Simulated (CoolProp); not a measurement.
Saturation properties of R113 (Tc = 487.2 K, pc = 3.392 MPa, ω = 0.253).

Model: reference Helmholtz-energy equation of state, Marx 1992, in CoolProp.

| T (K) | p (MPa) | liquid density (kg/m³) | vapour density (kg/m³) | enthalpy of vaporisation (kJ/kg) | surface tension (mN/m) |
|---|---|---|---|---|---|
| 341.8 | 0.1938 | 1455 | 13.67 | 137.3 | 12.4 |
| 348.2 | 0.2318 | 1438 | 16.21 | 135.0 | 11.7 |
| 354.6 | 0.2753 | 1421 | 19.11 | 132.7 | 11.1 |
| 361 | [?] | 1403 | 22.39 | 130.2 | 10.4 |
| 367.5 | [?] | 1385 | 26.17 | 127.7 | 9.75 |
| 373.9 | [?] | 1366 | 30.38 | 125.1 | 9.11 |
| 380.3 | 0.5147 | 1348 | [?] | 122.4 | 8.48 |
| 386.7 | 0.5931 | [?] | 40.44 | 119.6 | 7.85 |
| 393.1 | 0.6800 | 1308 | 46.42 | 116.6 | 7.24 |
| 399.5 | 0.7761 | 1287 | 53.14 | 113.5 | 6.63 |
| 405.9 | 0.8818 | 1266 | 60.67 | [?] | 6.04 |

Complete the blanks.


- 361, p (MPa): 0.3247
- 367.5, p (MPa): 0.3815
- 373.9, p (MPa): 0.4444
- 380.3, vapour density (kg/m³): 35.12
- 386.7, liquid density (kg/m³): 1328
- 405.9, enthalpy of vaporisation (kJ/kg): 110.3

It boils at 320.7 K under 1 atm.

Surface tension comes from a separate correlation (Mulero 2012).
